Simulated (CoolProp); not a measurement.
The numbers come from the reference Helmholtz-energy equation of state, Lemmon 2006 in CoolProp. It is a short technical equation, of lower accuracy than the large ones.

Problem. For carbonyl sulfide, give the phase and the cp (kJ/(kg K)) at 366.7 K and 5.56 MPa; 414 K and 0.223 MPa; 366.2 K and 0.0415 MPa.

Solution. 
- 366.7 K and 5.56 MPa: liquid; cp 2.70
- 414 K and 0.223 MPa: gas; cp 0.779
- 366.2 K and 0.0415 MPa: gas; cp 0.744
